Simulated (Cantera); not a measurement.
Charge: 1 mol C, 0.075 mol NH3, a varied amount of N2, 0.35 mol O2, held at 10.5 Torr.

These are equilibrium values from Cantera (NASA tables, ideal gas, pure condensed phases), not measurements of a reactor. Candidate condensed phases: C, C6H6, C7H8, C8H18, H2O; 136 gas species. Kinetics and transport are ignored.

What condenses at these points (T in K, n(N2) in mol): (2073, 6.7); (2448, 9.7); (2673, 19); (2373, 24); (2823, 27)?


```
T (K)  n(N2) in mol  condensed phases  C condensed (%)
-----  ------------  ----------------  ---------------
2073            6.7                 C             28.3
2448            9.7                 C             25.0
2673             19                 C             15.1
2373             24                 C             24.0
2823             27          gas only              0.0
```
